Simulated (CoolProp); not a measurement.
R22 at several states: Z from the reference equation and from simpler models built on Tc = 369.3 K, pc = 4.990 MPa, ω = 0.221; each cubic takes its own stable root.

Model: reference Helmholtz-energy equation of state, Kamei 1995, in CoolProp.

```
T (K)  p (MPa)   phase  reference
-----  -------  ------  ---------
302.9    0.239     gas     0.9668
132.3    0.848  liquid    0.03971
284.2     12.3  liquid     0.3491
396.4   0.0505     gas     0.9973
191.4     14.8  liquid     0.5210
212.6    0.171  liquid   0.005708
```

### Question
How far does each simpler model (van der Waals, Redlich-Kwong, Soave-Redlich-Kwong) lie from the reference over these 6 states: mean and median of the absolute difference, and the worst?

### Answer
- van der Waals: mean 2825.4 %, median 59.6 %, worst +16762.3 % at 212.6 K and 0.171 MPa
- Redlich-Kwong: mean 8.6 %, median 12.1 %, worst +13.9 % at 132.3 K and 0.848 MPa
- Soave-Redlich-Kwong: mean 7.3 %, median 9.9 %, worst +13.2 % at 132.3 K and 0.848 MPa

At some of these states van der Waals gives the other phase, because its saturation line lies elsewhere.
